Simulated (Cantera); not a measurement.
Input (Python, Cantera):

```python
import numpy as np
import cantera as ct

gas = ct.Solution("gri30.yaml")


def delay(T, t_max=10):
    gas.TPX = T, 700000, {'CH4': 1, 'O2': 3.57, 'N2': 13.4}
    reactor = ct.IdealGasReactor(gas, clone=False)
    net = ct.ReactorNet([reactor])
    net.rtol, net.atol = 1e-8, 1e-16
    while net.time < t_max:
        t_old, T_old = net.time, reactor.T
        net.step()
        if reactor.T > T + 400:  # ignition: a rise of 400 K
            return t_old + (T + 400 - T_old) / (reactor.T - T_old) * (net.time - t_old)
    return np.nan


taus = []
for T in [1123, 1198, 1273, 1348, 1423, 1498, 1573, 1648, 1723, 1798]:
    taus.append(delay(T))
    print(f"T0 = {T:6g} K   tau = {taus[-1]:.4e} s")
```

Output:

```
T0 =   1123 K   tau = 1.4398e-02 s
T0 =   1198 K   tau = 5.2759e-03 s
T0 =   1273 K   tau = 2.1012e-03 s
T0 =   1348 K   tau = 8.9662e-04 s
T0 =   1423 K   tau = 4.0755e-04 s
T0 =   1498 K   tau = 1.9677e-04 s
T0 =   1573 K   tau = 1.0080e-04 s
T0 =   1648 K   tau = 5.4745e-05 s
T0 =   1723 K   tau = 3.1458e-05 s
T0 =   1798 K   tau = 1.9049e-05 s
```

Cantera simulation using GRI-Mech 3.0 (53 species, 325 reactions); the numbers are that mechanism's predictions, not measurements.
